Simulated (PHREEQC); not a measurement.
**Acid mine or pickling water (model solution)**

A made-up water analysis in mg/L, 25 °C, pH 2.02, pe 8.6:

```
constituent   mg/L
-----------  -----
Na             197
K            0.964
Ca             263
Mg            90.4
Cl            26.4
S(6) as SO4   5960
Fe(3)         6.08
Li           0.146
B             0.08
Al             194
```

Valence states are taken as typed.

Equilibrium calculation in PHREEQC: ion-association model, wateq4f.dat.

```yaml
ionic_strength: 0.100 mol/kgw
total_alkalinity: -26.8 meq/kg
charge_balance_error: -39.5 %
```

| species | molality | activity | log γ |
|---|---|---|---|
| SO4-2 | 0.0332 | 0.0123 | -0.429 |
| HSO4- | 0.0148 | 0.0115 | -0.110 |
| H+ | 0.0116 | 0.00955 | -0.083 |
| Na+ | 0.00813 | 0.00636 | -0.107 |
| AlSO4+ | 0.00481 | 0.00374 | -0.110 |
| Ca+2 | 0.00329 | 0.00128 | -0.408 |
| CaSO4 | 0.00309 | 0.00316 | 0.010 |

Precipitation was switched off in this run. Examples of supersaturated solids here: Hematite (slow to form), Goethite (slow to form). Others may be too.
